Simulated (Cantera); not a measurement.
An adiabatic, constant-pressure homogeneous reactor starts with H₂ : O₂ : N₂ = 1 : 0.278 : 1.04 (molar parts), at 1723 K and 1.38 atm.

Cantera simulation using the H2/O2 subset of GRI-Mech 3.0, which has no nitrogen chemistry; the numbers are that mechanism's predictions, not measurements.

x: mole fraction; the columns are a selection and need not sum to one.

```tsv
t (s)	T (K)	x H₂	x O₂	x HO₂	x H₂O₂	x OH	x H₂O
3.00e-6	1724	0.429	0.119	2.45e-5	?	0.000153	0.00173
8.54e-6	2082	0.161	0.00689	4.77e-6	?	0.0203	0.198
2.43e-5	2494	0.182	0.00393	2.43e-6	?	0.0232	0.214
6.93e-5	2819	0.195	0.00189	1.65e-6	1.52e-7	0.0204	0.232
0.000197	2928	0.200	0.00130	1.38e-6	1.58e-7	0.0182	0.239
0.000562	2931	0.200	0.00129	1.37e-6	1.58e-7	0.0181	0.239
0.00160	2931	0.200	0.00129	1.37e-6	1.58e-7	0.0181	0.239
0.00456	2931	0.200	0.00129	1.37e-6	1.58e-7	0.0181	0.239
0.0130	2931	0.200	0.00129	1.37e-6	1.58e-7	0.0181	0.239
0.0370	2931	0.200	0.00129	1.37e-6	1.58e-7	0.0181	0.239
0.105	2931	0.200	0.00129	1.37e-6	1.58e-7	0.0181	0.239
0.300	2931	0.200	0.00129	1.37e-6	1.58e-7	0.0181	0.239
```

Task: What belongs in the gaps?

Result: 
- 3.00e-6, x H₂O₂: 8.31e-7
- 8.54e-6, x H₂O₂: 4.91e-7
- 2.43e-5, x H₂O₂: 1.83e-7
